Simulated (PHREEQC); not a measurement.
Synthetic water in mg/L, 25 °C, pH 2.61, pe 8.1:

```
constituent   mg/L
-----------  -----
Na             234
K             11.3
Ca            10.6
Mg            40.3
Cl            82.9
S(6) as SO4    836
Cd            1.28
Zn           0.179
```

Valence states are taken as typed.

Equilibrium calculation in PHREEQC: ion-association model, phreeqc.dat.

This is a speciation only: nothing precipitates in the calculation.

Problem. Order these Ca species by the share of Ca that they hold, largest first: CaHSO4+, Ca+2, CaSO4.

Solution. Ca+2 (72 %), CaSO4 (27 %), CaHSO4+ (0.51 %)

Problem. Order these Cd species by the share of Cd that they hold, largest first: Cd+2, Cd(SO4)2-2, CdSO4, CdCl+.

Solution. Cd+2 (57 %), CdSO4 (34 %), CdCl+ (6.9 %), Cd(SO4)2-2 (2.6 %)

The pH is 2.61 and the ionic strength 0.0246 mol/kgw.
